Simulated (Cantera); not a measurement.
An adiabatic, constant-pressure homogeneous reactor starts with H2 : O2 : N2 : NO = 2.3 : 0.333 : 3.67 : 0.0067 (molar parts), at 1725 K and 7280 Torr.

Detailed kinetics in Cantera: GRI-Mech 3.0 (53 species, 325 reactions). The hydrogen kinetics of GRI-Mech 3.0 are dated; newer H2 mechanisms differ, most at raised pressure.

x: mole fraction; the columns are a selection and need not sum to one.

```tsv
t (s)	T (K)	x H2	x O2	x NO	x N2	x H	x N2O
2.00e-6	2042	0.236	0.000447	0.00106	0.593	0.0630	4.30e-8
5.87e-6	2314	0.259	[?]	0.00102	0.606	[?]	[?]
1.72e-5	2412	0.268	2.96e-6	0.000873	0.611	0.00919	2.27e-7
5.05e-5	2447	0.270	6.37e-7	0.000629	0.613	0.00431	2.57e-7
0.000148	2454	0.270	4.10e-7	0.000380	0.614	0.00348	1.54e-7
0.000435	2456	0.270	4.10e-7	0.000211	0.614	0.00347	5.22e-8
0.00128	2457	0.270	4.14e-7	9.38e-5	0.614	0.00349	1.30e-8
0.00374	2457	0.270	4.16e-7	4.07e-5	0.614	0.00349	5.10e-9
0.0110	2457	0.270	4.17e-7	2.72e-5	0.614	0.00349	4.09e-9
0.0322	2457	0.270	4.17e-7	2.66e-5	0.614	0.00349	4.05e-9
0.0945	2457	0.270	4.17e-7	2.66e-5	0.614	0.00349	4.05e-9
0.277	2457	0.270	4.17e-7	2.66e-5	0.614	0.00349	4.05e-9
0.813	2457	0.270	4.17e-7	2.66e-5	0.614	0.00349	4.05e-9
2.39	2457	0.270	4.17e-7	2.66e-5	0.614	0.00349	4.05e-9
7.00	2457	0.270	4.17e-7	2.66e-5	0.614	0.00349	4.05e-9
```

**Question.** What belongs in the gaps?

**Answer.** 
- 5.87e-6, x O2: 1.88e-5
- 5.87e-6, x H: 0.0237
- 5.87e-6, x N2O: 1.04e-7
